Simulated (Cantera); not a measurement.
A closed system holds: 1 mol SiO2, 0.7 mol CO, 0.43 mol H2, 0.58 mol C, 0.042 mol O2, equilibrated at 1.10 mbar.

Method: chemical equilibrium by Gibbs-energy minimisation in Cantera with the NASA 1993 tables (ideal gas, pure condensed phases). Candidate condensed phases: C, C6H6, C7H8, C8H18, H2O, Si, SiC, SiO2; 123 gas species. Mutual solubility and eutectic melting of coexisting phases are not modelled. The tables hold silica as quartz up to 1696 K and as liquid above; real silica turns to tridymite and cristobalite and melts near 1996 K. Kinetics and transport are ignored.

Task: What share of the Si ends up in condensed phases as a function of T (°C), at 652, 752, 852, 952, 1052, 1152, 1252, 1352, 1452, 1552, 1652, 1752?

Result: 
```
T (°C)  Si condensed (%)                       as
------  ----------------  -----------------------
652                100.0           SiO2(β-quartz)
752                100.0           SiO2(β-quartz)
852                100.0           SiO2(β-quartz)
952                100.0           SiO2(β-quartz)
1052                99.9  SiC(s) + SiO2(β-quartz)
1152                97.4  SiC(s) + SiO2(β-quartz)
1252                50.4           SiO2(β-quartz)
1352                50.4           SiO2(β-quartz)
1452                50.2          SiO2(condensed)
1552                49.3          SiO2(condensed)
1652                45.0          SiO2(condensed)
1752                31.2                  SiO2(l)
```
